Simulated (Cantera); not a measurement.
A perfectly stirred reactor is fed with 37.0 % NH3, 63.0 % H2, at 20000 Pa; it is held at 2275 K, and followed from long to short residence time.

Model: the gas-phase N/H chemistry of the illustrative SiF4/NH3 mechanism in the Surface Chemkin manual (1991), integrated in Cantera. Walls and surfaces, which speed up NH3 decomposition in real reactors, are not modelled.

One state of this run: x NH3 = 0.309; x H2 = 0.667; x H = 0.00122; x N2H4 = 4.10e-8; x N2 = 0.0216. x: mole fraction; the columns are a selection and need not sum to one.

Question: Which value of τ (s) does it belong to?
A) 0.048
B) 0.018
C) 0.0025
D) 0.34

Answer: C, 0.0025
